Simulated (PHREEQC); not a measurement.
Acid mine or pickling water

A made-up water analysis in mmol/kgw, 25 °C, pH 3.79, pe 8.6:

```
constituent  mmol/kgw
-----------  --------
Na               14.1
K              0.0308
Ca               2.35
Mg              0.746
Cl               3.94
S(6)             8.61
Mn(2)          0.0922
```

Valence states are taken as typed.

All values are PHREEQC results (ion-association model, wateq4f.dat), not measurements.

Each row changes one thing in this solution. Precipitation was switched off in this run.

```
case                                             ionic strength (mol/kgw)  SO4-2 (mol/kgw)  Ca+2 (mol/kgw)  CaSO4 (mol/kgw)  Mg+2 (mol/kgw)  NaSO4- (mol/kgw)  SI of Gypsum (CaSO4:2H2O)  SI of Epsomite (MgSO4:7H2O)
-----------------------------------------------  ------------------------  ---------------  --------------  ---------------  --------------  ----------------  -------------------------  ---------------------------
as made                                                            0.0282          0.00729         0.00165         0.000699        0.000496          0.000270                      -0.87                        -3.83
all concentrations times 2 at the same typed pH                    0.0539           0.0138         0.00299                …        0.000882          0.000852                      -0.48                            …
Ca from 2.35 to 1.18 mmol/kgw                                      0.0271          0.00760        0.000814         0.000366        0.000486          0.000284                      -1.15                        -3.81
```

Q: Some entries are withheld; supply them.

A: 
- all concentrations times 2 at the same typed pH, CaSO4 (mol/kgw): 0.00171
- all concentrations times 2 at the same typed pH, SI of Epsomite (MgSO4:7H2O): -3.44

Complexes and solids missing from the database can't appear.
